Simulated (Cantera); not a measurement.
Feed: 1 mol FeCl₂, 1.6 mol O₂, a varied amount of H₂, equilibrated at 1723 K and 0.460 bar.

Method: chemical equilibrium by Gibbs-energy minimisation in Cantera with the NASA 1993 tables (ideal gas, pure condensed phases). Candidate condensed phases: Fe, FeCl₂, FeCl₃, FeO, Fe(OH)₂, Fe(OH)₃, Fe₂O₃, Fe₃O₄, H₂O; 22 gas species. The tables' stoichiometric FeO is somewhat more stable than real wüstite, so its field is too wide. FeO: taken at fixed stoichiometry. The numbers say what is thermodynamically allowed, not how fast it happens.

Question: Which condensed phases are stable at each of these points (n(H₂) (mol)): 2.8, 4, 5.7, 8.2, 12, 17, 24, 34, 48, 69, 98, 140?

Answer: 
| n(H₂) (mol) | condensed phases | Fe condensed (%) |
|---|---|---|
| 2.8 | Fe₃O₄(s) | 80.9 |
| 4 | FeO(l) | 66.2 |
| 5.7 | FeO(l) | 66.2 |
| 8.2 | FeO(l) | 66.2 |
| 12 | Fe(δ) | 72.5 |
| 17 | Fe(δ) | 79.5 |
| 24 | Fe(δ) | 84.8 |
| 34 | Fe(δ) | 88.8 |
| 48 | Fe(δ) | 91.8 |
| 69 | Fe(δ) | 94.1 |
| 98 | Fe(δ) | 95.7 |
| 140 | Fe(δ) | 96.8 |

At 2.8 mol H₂ the condensed part is Fe₃O₄(s). From 4 mol H₂ to 8.2 mol H₂ the condensed part is FeO(l). From 12 mol H₂ to 140 mol H₂ the condensed part is Fe(δ).
